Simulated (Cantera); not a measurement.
An adiabatic, constant-volume homogeneous reactor starts with CH₄ : H₂ : O₂ : N₂ = 1 : 0.2 : 1.05 : 3.95 (molar parts), at 1425 K and 1.40 bar. Integrator tolerance rtol = 1e-08.

Computed with Cantera and GRI-Mech 3.0 (53 species, 325 reactions).

### Question
What does this change do: initial temperature 1425 to 1075 K?

### Answer
```csv
quantity,before,after
time of steepest temperature rise,0.977 ms,29.1 ms
temperature at 2.00 s,2737 K,2506 K
equilibrium temperature,2737 K,2506 K
x(CH₄) at 2.00 s,5.15e-11 (gas-phase equilibrium 5.79e-11),1.88e-10 (gas-phase equilibrium 2.12e-10)
x(H₂) at 2.00 s,0.162 (gas-phase equilibrium 0.162),0.167 (gas-phase equilibrium 0.167)
x(O₂) at 2.00 s,6.31e-5 (gas-phase equilibrium 6.31e-5),6.66e-6 (gas-phase equilibrium 6.66e-6)
x(O) at 2.00 s,0.000190 (gas-phase equilibrium 0.000190),2.00e-5 (gas-phase equilibrium 2.00e-5)
x(C₂H₄) at 2.00 s,<1e-12 (gas-phase equilibrium <1e-12),<1e-12 (gas-phase equilibrium <1e-12)
```

### Question
What does this change do: pressure from 1.40 bar to 5.00 bar?

### Answer
```json
[
 {"quantity": "time of steepest temperature rise", "before": "0.977 ms", "after": "0.351 ms"},
 {"quantity": "temperature at 2.00 s", "before": "2737 K", "after": "2789 K"},
 {"quantity": "equilibrium temperature", "before": "2737 K", "after": "2789 K"},
 {"quantity": "x(CH₄) at 2.00 s", "before": "5.15e-11 (gas-phase equilibrium 5.79e-11)", "after": "5.90e-10 (gas-phase equilibrium 6.63e-10)"},
 {"quantity": "x(H₂) at 2.00 s", "before": "0.162 (gas-phase equilibrium 0.162)", "after": "0.164 (gas-phase equilibrium 0.164)"},
 {"quantity": "x(O₂) at 2.00 s", "before": "6.31e-5 (gas-phase equilibrium 6.31e-5)", "after": "2.63e-5 (gas-phase equilibrium 2.63e-5)"},
 {"quantity": "x(O) at 2.00 s", "before": "0.000190 (gas-phase equilibrium 0.000190)", "after": "7.94e-5 (gas-phase equilibrium 7.94e-5)"},
 {"quantity": "x(C₂H₄) at 2.00 s", "before": "<1e-12 (gas-phase equilibrium <1e-12)", "after": "<1e-12 (gas-phase equilibrium <1e-12)"}
]
```
